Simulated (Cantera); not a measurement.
Charge: 1 mol BCl₃, a varied amount of H₂O, 150 mol N₂, 3.4 mol O₂, at 1098 K and 120 Torr.

Cantera equilibrium calculation (NASA polynomials, part measured and part estimated; ideal gas, pure solids and liquids). Candidate condensed phases: B, BN, B₂O₃, B₃O₃H₃, H₂O, NH₄Cl; 49 gas species. Rates play no part.

Problem. At 0.95 mol H₂O, list the 5 most abundant gas species with their mole fractions, and the condensed phases.

Solution. N₂ 0.964, O₂ 0.0199, HCl 0.0115, Cl₂ 0.00378, H₂O 0.000354. Condensed: B₂O₃(l).
